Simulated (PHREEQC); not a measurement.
0.18 g of hydrous ferric oxide (600 m²/g; 0.2 weak and 0.005 strong sites per Fe, Dzombak-Morel constants, diffuse double layer) in 1 kg of water with 0.001 mol/kgw of an inert sodium salt, at 25 °C; the pH is set by adding NaOH or the inert anion's acid. Oxygen is held at 0.21 atm. No CO2 enters from the air. Precipitation was switched off in this run.

Computed with PHREEQC (ion-association model, wateq4f.dat).

```tsv
pH	surface charge σ (C/m²)	surface potential ψ (mV)
4	0.119	210
4.38	0.087	196
5.12	0.045	164
5.5	0.031	145
6.25	0.014	106
6.62	0.009	85
7.38	0.003	42
7.75	0.002	21
8.5	-0.002	-23
8.88	-0.004	-44
9.62	-0.010	-86
10	-0.016	-107
```
